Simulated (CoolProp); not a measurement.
Vapour-liquid equilibrium of acetone (1) + n-heptane (2) at 0.537 bar; x and y are mole fractions of (1).

Model: multi-fluid Helmholtz-energy mixture model, Lemmon 2006 and Span 2003; pair parameters Bell 2016, in CoolProp.

Problem. Give the bubble temperature and the first vapour's composition at x = 0.05, 0.35, 0.8. Is there an azeotrope?

Solution. x = 0.05: 337.7 K, y = 0.400; x = 0.35: 315.1 K, y = 0.800; x = 0.8: 311.9 K, y = 0.869. y crosses x between x = 0.8 and 0.95: the model has an azeotrope there.

Pair parameters are fitted to limited data, so mixtures are less certain than the pure fluids. With so large a gap from Raoult's law the liquid may split in two, which this calculation doesn't test in full.
